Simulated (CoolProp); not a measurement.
Vapour-liquid equilibrium of R134a (1) + R152A (2) at -8.25 °C; x and y are mole fractions of (1).

Model: multi-fluid Helmholtz-energy mixture model, Tillner-Roth 1994 and Outcalt 1996; pair parameters Lemmon 2004, in CoolProp.

Q: Give the bubble pressure and the first vapour's composition at x = 0.05, 0.65, 0.8. Is there an azeotrope?

A: x = 0.05: 0.1940 MPa, y = 0.049; x = 0.65: 0.2017 MPa, y = 0.679; x = 0.8: 0.2067 MPa, y = 0.825. y crosses x between x = 0.05 and 0.2: the model has an azeotrope there.

Pair parameters are fitted to limited data, so mixtures are less certain than the pure fluids.
